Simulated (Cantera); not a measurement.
Cantera run:

```python
import numpy as np
import cantera as ct

gas_names = """
    AL ALCL ALCL2 ALCL3 ALN ALO ALOCL ALO2 AL2 AL2CL6 AL2O AL2O2 CL CLO CL2 N NO NO2 NO3 N2 N2O O O2 O3
""".split()
cond_names = """
    AL(cr) AL(L) ALCL3(s) ALCL3(L) ALN(s) AL2O3(a) AL2O3(L)
""".split()


# ... load() reads the species with a 1 bar reference pressure and builds the phases ...
atoms = {
    'AlCl3': {'AL': 1, 'CL': 3},
    'N2O': {'N': 2, 'O': 1},
    'N2': {'N': 2},
}
top_T = {'ALN(s)': 2750}  # K; cautious upper limits of use, not melting points


# ... equilibrate(T, P, feed) seeds the gas with the atoms and calls Mixture.equilibrate('TP', solver="vcs", rtol=1e-11, max_steps=5000) ...
results = []
feed = {'AlCl3': 1, 'N2O': 0.54, 'N2': 49}  # mol
P = 133.322  # Pa
for T in [925, 1125, 1325, 1525, 1725, 1925, 2125]:
    mix = equilibrate(T, P, feed)
    results.append((T, P, feed, dict(zip(mix.species_names, mix.species_moles))))
    x = sorted(zip(gas.X, gas.species_names), reverse=True)
    print(f"T = {T:g} K  P = {P:g} Pa  gas = {mix.phase_moles(0):.4g} mol")
    print("   x: " + "  ".join(f"{s} {v:.3e}" for v, s in x if v > 0.0001))
    print("   condensed (mol): " + ("  ".join(f"{mix.phase(i).name} {mix.phase_moles(i):.4g}"
          for i in range(1, mix.n_phases) if mix.phase_moles(i) > 1e-12) or "none"))
```

Output:

```
T = 925 K  P = 133.322 Pa  gas = 50.73 mol
   x: N2 9.766e-01  ALCL3 1.262e-02  CL2 1.048e-02  CL 3.244e-04
   condensed (mol): AL2O3(a) 0.18
T = 1125 K  P = 133.322 Pa  gas = 50.85 mol
   x: N2 9.743e-01  ALCL3 1.259e-02  CL2 8.092e-03  CL 5.055e-03
   condensed (mol): AL2O3(a) 0.18
T = 1325 K  P = 133.322 Pa  gas = 51.17 mol
   x: N2 9.681e-01  CL 1.763e-02  ALCL3 1.251e-02  CL2 1.738e-03
   condensed (mol): AL2O3(a) 0.18
T = 1525 K  P = 133.322 Pa  gas = 51.26 mol
   x: N2 9.665e-01  CL 2.085e-02  ALCL3 1.246e-02  CL2 1.220e-04
   condensed (mol): AL2O3(a) 0.18
T = 1725 K  P = 133.322 Pa  gas = 51.34 mol
   x: N2 9.649e-01  CL 2.257e-02  ALCL3 1.120e-02  ALCL2 9.536e-04  ALCL 3.045e-04
   condensed (mol): AL2O3(a) 0.1796
T = 1925 K  P = 133.322 Pa  gas = 52.13 mol
   x: N2 9.502e-01  CL 3.732e-02  ALCL 6.927e-03  ALCL2 2.759e-03  ALCL3 2.506e-03  ALOCL 2.498e-04
   condensed (mol): AL2O3(a) 0.1756
T = 2125 K  P = 133.322 Pa  gas = 52.51 mol
   x: N2 9.435e-01  CL 4.371e-02  ALCL 1.124e-02  ALOCL 7.098e-04  ALCL2 6.524e-04
   condensed (mol): AL2O3(a) 0.1662
```

Method: chemical equilibrium by Gibbs-energy minimisation in Cantera with the NASA 1993 tables (ideal gas, pure condensed phases). The tables' values for AlCl2 are old estimates; treat these amounts as uncertain. Condensed phases not in the tables: AlOCl.
